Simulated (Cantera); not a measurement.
# Stirred combustor or abatement burner

A perfectly stirred reactor is fed with CH4 : H2 : O2 : N2 : H2O = 1 : 0.13 : 5.04 : 18.9 : 0.029 (molar parts), at 180000 Pa; it is adiabatic with a 723 K inlet, and is followed from long to short residence time, starting on the burning branch (τ in s: 0.21, 0.1, 0.048, 0.023, 0.011, 0.005, 0.0024, 0.0011, 0.00053, 0.00025, 0.00012, 5.5e-05, 2.6e-05).

Detailed kinetics in Cantera: GRI-Mech 3.0 (53 species, 325 reactions).

| τ (s) | T (K) | x CH4 | x H2 | x O2 | x CH2O | x CH2 |
|---|---|---|---|---|---|---|
| 0.21 | 1657 | 6.88e-6 | 1.41e-5 | 0.119 | 5.97e-7 | 5.46e-9 |
| 0.10 | 1656 | 1.12e-5 | 2.27e-5 | 0.119 | 1.01e-6 | 1.09e-8 |
| 0.048 | 1654 | 1.81e-5 | 3.67e-5 | 0.119 | 1.68e-6 | 2.14e-8 |
| 0.023 | 1651 | 2.92e-5 | 5.99e-5 | 0.119 | 2.82e-6 | 4.09e-8 |
| 0.011 | 1647 | 4.69e-5 | 9.80e-5 | 0.119 | 4.74e-6 | 7.67e-8 |
| 0.0050 | 1640 | 7.85e-5 | 0.000166 | 0.119 | 8.26e-6 | 1.46e-7 |
| 0.0024 | 1629 | 0.000128 | 0.000270 | 0.120 | 1.39e-5 | 2.61e-7 |
| 0.0011 | 1609 | 0.000224 | 0.000451 | 0.120 | 2.46e-5 | 4.72e-7 |
| 0.00053 | 1580 | 0.000407 | 0.000739 | 0.122 | 4.36e-5 | 8.12e-7 |
| 0.00025 | 1521 | 0.000945 | 0.00135 | 0.126 | 9.22e-5 | 1.45e-6 |
| 0.00012 | 723 | 0.0398 | 0.00518 | 0.201 | <1e-12 | <1e-12 |
| 5.5e-5 | 723 | 0.0398 | 0.00518 | 0.201 | <1e-12 | <1e-12 |
| 2.6e-5 | 723 | 0.0398 | 0.00518 | 0.201 | <1e-12 | <1e-12 |
x: mole fraction; the columns are a selection and need not sum to one.
